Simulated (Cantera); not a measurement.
Cantera run:

```python
import numpy as np
import cantera as ct

gas_names = [...]  # 113 gases of nasa_gas.yaml made of C, H, O, Pb
cond_names = """
    C(gr) C6H6(L) C7H8(L) C8H18(L),n-octa H2O(s) H2O(L) Pb(cr) Pb(L) PbO(rd) PbO(yw) PbO(L) PbO2(s)
    Pb3O4(s)
""".split()


# ... load() reads the species with a 1 bar reference pressure and builds the phases ...
atoms = {
    'Pb': {'Pb': 1},
    'O2': {'O': 2},
    'H2': {'H': 2},
    'CO': {'C': 1, 'O': 1},
}
top_T = {'C(gr)': 4500, 'Pb3O4(s)': 820}  # K; cautious upper limits of use, not melting points


# ... equilibrate(T, P, feed) seeds the gas with the atoms and calls Mixture.equilibrate('TP', solver="vcs", rtol=1e-11, max_steps=5000) ...
results = []
P = 76000  # Pa
for T in [875, 925, 975, 1025, 1075, 1125, 1175, 1225, 1275, 1325, 1375, 1425, 1475, 1525]:
    for m in [2.5, 3.6, 5.2, 7.5, 11, 16, 23, 33, 47]:
        feed = {'Pb': 1, 'O2': 0.068, 'H2': m, 'CO': 0.25}  # mol
        mix = equilibrate(T, P, feed)
        results.append((T, P, feed, dict(zip(mix.species_names, mix.species_moles))))

for T, P, feed, n in results:
    print(f"{T:7g} {feed['H2']:10.4g}  " + (" + ".join(c for c in cond_names if n.get(c, 0) > 1e-12) or "gas only"))
```

Result:

```
    875        2.5  Pb(L)
    875        3.6  Pb(L)
    875        5.2  Pb(L)
    875        7.5  Pb(L)
    875         11  Pb(L)
    875         16  Pb(L)
    875         23  Pb(L)
    875         33  Pb(L)
    875         47  Pb(L)
    925        2.5  Pb(L)
    925        3.6  Pb(L)
    925        5.2  Pb(L)
    925        7.5  Pb(L)
    925         11  Pb(L)
    925         16  Pb(L)
    925         23  Pb(L)
    925         33  Pb(L)
    925         47  Pb(L)
    975        2.5  Pb(L)
    975        3.6  Pb(L)
    975        5.2  Pb(L)
    975        7.5  Pb(L)
    975         11  Pb(L)
    975         16  Pb(L)
    975         23  Pb(L)
    975         33  Pb(L)
    975         47  Pb(L)
   1025        2.5  Pb(L)
   1025        3.6  Pb(L)
   1025        5.2  Pb(L)
   1025        7.5  Pb(L)
   1025         11  Pb(L)
   1025         16  Pb(L)
   1025         23  Pb(L)
   1025         33  Pb(L)
   1025         47  Pb(L)
   1075        2.5  Pb(L)
   1075        3.6  Pb(L)
   1075        5.2  Pb(L)
   1075        7.5  Pb(L)
   1075         11  Pb(L)
   1075         16  Pb(L)
   1075         23  Pb(L)
   1075         33  Pb(L)
   1075         47  Pb(L)
   1125        2.5  Pb(L)
   1125        3.6  Pb(L)
   1125        5.2  Pb(L)
   1125        7.5  Pb(L)
   1125         11  Pb(L)
   1125         16  Pb(L)
   1125         23  Pb(L)
   1125         33  Pb(L)
   1125         47  Pb(L)
   1175        2.5  Pb(L)
   1175        3.6  Pb(L)
   1175        5.2  Pb(L)
   1175        7.5  Pb(L)
   1175         11  Pb(L)
   1175         16  Pb(L)
   1175         23  Pb(L)
   1175         33  Pb(L)
   1175         47  Pb(L)
   1225        2.5  Pb(L)
   1225        3.6  Pb(L)
   1225        5.2  Pb(L)
   1225        7.5  Pb(L)
   1225         11  Pb(L)
   1225         16  Pb(L)
   1225         23  Pb(L)
   1225         33  Pb(L)
   1225         47  Pb(L)
   1275        2.5  Pb(L)
   1275        3.6  Pb(L)
   1275        5.2  Pb(L)
   1275        7.5  Pb(L)
   1275         11  Pb(L)
   1275         16  Pb(L)
   1275         23  Pb(L)
   1275         33  Pb(L)
   1275         47  Pb(L)
   1325        2.5  Pb(L)
   1325        3.6  Pb(L)
   1325        5.2  Pb(L)
   1325        7.5  Pb(L)
   1325         11  Pb(L)
   1325         16  Pb(L)
   1325         23  Pb(L)
   1325         33  Pb(L)
   1325         47  Pb(L)
   1375        2.5  Pb(L)
   1375        3.6  Pb(L)
   1375        5.2  Pb(L)
   1375        7.5  Pb(L)
   1375         11  Pb(L)
   1375         16  Pb(L)
   1375         23  Pb(L)
   1375         33  Pb(L)
   1375         47  Pb(L)
   1425        2.5  Pb(L)
   1425        3.6  Pb(L)
   1425        5.2  Pb(L)
   1425        7.5  Pb(L)
   1425         11  Pb(L)
   1425         16  Pb(L)
   1425         23  Pb(L)
   1425         33  Pb(L)
   1425         47  Pb(L)
   1475        2.5  Pb(L)
   1475        3.6  Pb(L)
   1475        5.2  Pb(L)
   1475        7.5  Pb(L)
   1475         11  Pb(L)
   1475         16  Pb(L)
   1475         23  Pb(L)
   1475         33  Pb(L)
   1475         47  gas only
   1525        2.5  Pb(L)
   1525        3.6  Pb(L)
   1525        5.2  Pb(L)
   1525        7.5  Pb(L)
   1525         11  Pb(L)
   1525         16  Pb(L)
   1525         23  Pb(L)
   1525         33  gas only
   1525         47  gas only
```

Cantera equilibrium calculation (NASA polynomials, part measured and part estimated; ideal gas, pure solids and liquids).
